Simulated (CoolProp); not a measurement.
Vapour-liquid equilibrium of R141b (1) + n-pentane (2) at 0.0558 MPa; x and y are mole fractions of (1).

Values from CoolProp's multi-fluid Helmholtz-energy mixture model, Lemmon 2006 and Thol 2019; pair parameters Bell 2016.

```
x     bubble temperature, mixture model (°C)  bubble temperature, Raoult's law (°C)  y, mixture model  y, Raoult's law
----  --------------------------------------  -------------------------------------  ----------------  ---------------
0.05                                    18.6                                   19.5             0.086            0.057
0.15                                    17.1                                   19.1             0.219            0.169
0.25                                    16.1                                   18.7             0.322            0.277
0.35                                    15.4                                   18.3             0.409            0.382
0.45                                    15.0                                   18.0             0.488            0.485
0.55                                    14.8                                   17.6             0.565            0.584
0.65                                    14.7                                   17.3             0.645            0.681
0.75                                    14.9                                   16.9             0.731            0.775
0.85                                    15.2                                   16.6             0.827            0.867
0.95                                    15.7                                   16.3             0.938            0.956
```

The largest gap from Raoult's law is -3.0 K in bubble temperature, at x = 0.45. y crosses x between x = 0.55 and 0.65: the model has an azeotrope there.

The pair parameters rest on a limited set of measurements; away from them the model extrapolates.
